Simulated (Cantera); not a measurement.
A perfectly stirred reactor is fed with 9.20 % CO, 0.405 % H2, 2.76 % CH4, 18.4 % O2, 69.2 % N2, equivalence ratio 0.56, at 9.87 atm; it is adiabatic with a 475 K inlet, and is followed from long to short residence time, starting on the burning branch (τ in s: 0.5, 0.22, 0.098, 0.043, 0.019, 0.0085, 0.0038, 0.0017, 0.00074, 0.00033, 0.00015, 6.5e-05, 2.9e-05).

Detailed kinetics in Cantera: GRI-Mech 3.0 (53 species, 325 reactions).

**Question.** Predict: blow-out, bracketed by the residence times tried; x(CO) at τ = 0.500 s; x(H2) at τ = 0.500 s; x(CH4) at τ = 0.500 s; x(OH) at τ = 0.500 s; x(CO) at τ = 3.80 ms; x(H2) at τ = 3.80 ms; x(CH4) at τ = 3.80 ms; x(OH) at τ = 3.80 ms; x(C2H2) at τ = 3.80 ms.

**Answer.** 
| Item | Value |
|---|---|
| blow-out, bracketed by the residence times tried | burning at 0.150 ms, out at 65.0 µs |
| x(CO) at τ = 0.500 s | 8.82e-5 |
| x(H2) at τ = 0.500 s | 8.28e-6 |
| x(CH4) at τ = 0.500 s | 3.25e-7 |
| x(OH) at τ = 0.500 s | 0.000398 |
| x(CO) at τ = 3.80 ms | 0.00165 |
| x(H2) at τ = 3.80 ms | 6.42e-5 |
| x(CH4) at τ = 3.80 ms | 1.65e-5 |
| x(OH) at τ = 3.80 ms | 0.000875 |
| x(C2H2) at τ = 3.80 ms | 1.74e-9 |
